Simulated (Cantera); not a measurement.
What does this Cantera script print?

```python
import numpy as np
import cantera as ct

gas = ct.Solution("gri30.yaml")
gas.TPX = 1425, 101325, {'CO': 0.0047, 'O2': 0.01, 'H2O': 0.0094, 'N2': 1}
reactor = ct.IdealGasConstPressureReactor(gas, energy="off", clone=False)
net = ct.ReactorNet([reactor])
net.rtol, net.atol = 1e-08, 1e-18
show = ['CO', 'O2', 'H2O', 'N2O', 'H2', 'NO', 'H']
times = np.geomspace(6e-06, 5, 9)

steps = ct.SolutionArray(gas, extra=["t"])
rows = []
print(f"{'t/s':>10s}{'T/K':>9s}{'P/Pa':>11s}" + "".join(f"{s:>11s}" for s in show))
for t in times:
    while net.time < t:
        t_next = net.step()
        steps.append(gas.state, t=t_next)
    rows.append([np.interp(t, steps.t, y) for y in (steps.T, steps.P, *steps(*show).X.T)])
    print(f"{t:10.3e}{rows[-1][0]:9.1f}{rows[-1][1]:11.4g}" + "".join(f"{x:11.3e}" for x in rows[-1][2:]))
rate = np.gradient(steps.T, steps.t)
print("integrator steps:", len(steps.t))
if steps.T.max() > steps.T[0] + 200:
    print(f"time of steepest temperature rise: {steps.t[rate.argmax()]:.4e} s")
gas.TPX = 1425, 101325, {'CO': 0.0047, 'O2': 0.01, 'H2O': 0.0094, 'N2': 1}
gas.equilibrate("TP")
print(f"equilibrium (TP): T = {gas.T:.1f} K  " + "  ".join(f"{s} {gas[s].X[0]:.3e}" for s in show))
```

It prints:

```
       t/s      T/K       P/Pa         CO         O2        H2O        N2O         H2         NO          H
 6.000e-06   1425.0  1.013e+05  4.589e-03  9.765e-03  9.179e-03  3.994e-15  1.703e-14  2.260e-18  1.325e-12
 3.298e-05   1425.0  1.013e+05  4.589e-03  9.765e-03  9.179e-03  4.388e-14  3.057e-12  8.823e-17  4.455e-11
 1.813e-04   1425.0  1.013e+05  4.589e-03  9.765e-03  9.179e-03  8.856e-13  5.530e-10  3.076e-15  1.461e-09
 9.965e-04   1425.0  1.013e+05  4.584e-03  9.761e-03  9.177e-03  3.633e-10  5.791e-07  1.575e-12  6.155e-07
 5.477e-03   1425.0  1.013e+05  4.289e-04  7.641e-03  8.968e-03  3.517e-07  9.540e-05  5.274e-07  8.160e-05
 3.011e-02   1425.0  1.013e+05  1.124e-05  7.483e-03  9.180e-03  5.000e-07  3.115e-06  6.329e-07  4.871e-07
 1.655e-01   1425.0  1.013e+05  4.000e-07  7.484e-03  9.195e-03  1.671e-07  2.353e-07  6.451e-07  1.085e-08
 9.096e-01   1425.0  1.013e+05  8.369e-08  7.486e-03  9.197e-03  1.323e-08  7.261e-08  6.472e-07  1.906e-09
 5.000e+00   1425.0  1.013e+05  7.960e-08  7.486e-03  9.197e-03  1.240e-08  7.000e-08  6.504e-07  1.805e-09
integrator steps: 1361
equilibrium (TP): T = 1425.0 K  CO 8.007e-08  O2 7.398e-03  H2O 9.197e-03  N2O 1.233e-08  H2 7.041e-08  NO 1.748e-04  H 1.810e-09
```

Detailed kinetics in Cantera: GRI-Mech 3.0 (53 species, 325 reactions).
